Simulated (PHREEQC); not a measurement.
Consider water at 20 °C with 0.0013 mol Na2S and 0.00015 mol FeCl2 per kg of water. It is in equilibrium with CO2 at log p = -1 (atm). Otherwise closed; pH follows from the charge balance.

Computed with PHREEQC (ion-association model, phreeqc.dat).

Each row changes one thing in this solution. No solid was allowed to form.

```tsv
case	pH	ionic strength (mol/kgw)	CO2 (mol/kgw)	HCO3- (mol/kgw)	Fe+2 (mol/kgw)	FeHCO3+ (mol/kgw)	SI of Siderite (FeCO3)
as made	6.11	0.00264	0.00391	0.00220	1.40e-5	2.49e-6	-1.04
Na2S left out	4.39	0.000490	0.00391	4.10e-5	0.000149	5.55e-7	-3.39
Na2S from 0.0013 to 0.0065 mol/kgw	6.75	0.0129	0.00390	0.0102	4.67e-8	3.11e-8	-2.32
2.2e-05 mol/kgw KHCO3 added	6.11	0.00266	0.00391	0.00223	1.39e-5	2.48e-6	-1.03
diluted 2-fold with water	5.84	0.00141	0.00391	0.00119	3.51e-5	3.54e-6	-1.14
temperature from 20 to 70 °C	6.40	0.00260	0.00142	0.00188	1.32e-6	1.95e-7	-1.33
temperature from 20 to 50 °C	6.27	0.00261	0.00194	0.00201	2.66e-6	4.26e-7	-1.27
```

Some of these states are supersaturated (in Mackinawite, FeS(ppt), for instance). At this temperature some constants are extrapolated from 25 °C, and those without enthalpy data are left unchanged.
